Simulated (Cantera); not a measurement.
# Ammonia decomposition in nitride growth gas

An isothermal, constant-pressure homogeneous reactor starts with NH₃ : N₂ = 1 : 0.16 (molar parts), at 2398 K and 150 Torr.

Cantera simulation using the gas-phase N/H chemistry of the illustrative SiF4/NH3 mechanism in the Surface Chemkin manual (1991); the numbers are that mechanism's predictions, not measurements. Walls and surfaces, which speed up NH3 decomposition in real reactors, are not modelled.

```
t (s)       x NH₃     x H₂   x N₂H₄      x N      x NH    x N₂H₂     x NH₂
--------  -------  -------  -------  -------  --------  --------  --------
4.00e-5     0.854  0.00327  1.42e-7  2.11e-7   4.51e-5   1.36e-5   0.00472
0.000137    0.832   0.0197  3.40e-7  1.25e-6   9.94e-5   3.87e-5   0.00729
0.000466    0.757   0.0803  2.44e-7  4.08e-6  0.000123   3.29e-5   0.00617
0.00159     0.564    0.237  1.27e-7  8.58e-6  0.000139   2.03e-5   0.00446
0.00543     0.244    0.495  3.59e-8  1.19e-5  0.000120   6.77e-6   0.00237
0.0185     0.0225    0.672  1.45e-9  1.41e-5   5.91e-5   5.12e-7  0.000476
0.0632    1.32e-5    0.671   <1e-12  2.07e-6   1.37e-6  2.93e-11   1.73e-6
0.216     1.31e-6    0.670   <1e-12  2.49e-7   1.55e-7  1.22e-12   1.84e-7
0.737     7.12e-7    0.670   <1e-12  1.35e-7   8.43e-8    <1e-12   9.98e-8
2.51      7.02e-7    0.670   <1e-12  1.33e-7   8.31e-8    <1e-12   9.83e-8
8.58      7.02e-7    0.670   <1e-12  1.33e-7   8.31e-8    <1e-12   9.83e-8
29.3      7.02e-7    0.670   <1e-12  1.33e-7   8.31e-8    <1e-12   9.83e-8
100       7.02e-7    0.670   <1e-12  1.33e-7   8.31e-8    <1e-12   9.83e-8
```
x: mole fraction; the columns are a selection and need not sum to one.

Equilibrium at this temperature and pressure: NH₃ 7.02e-7, H₂ 0.670, N₂H₄ <1e-12, N 1.33e-7, NH 8.31e-8, N₂H₂ <1e-12, NH₂ 9.83e-8 (gas phase only).
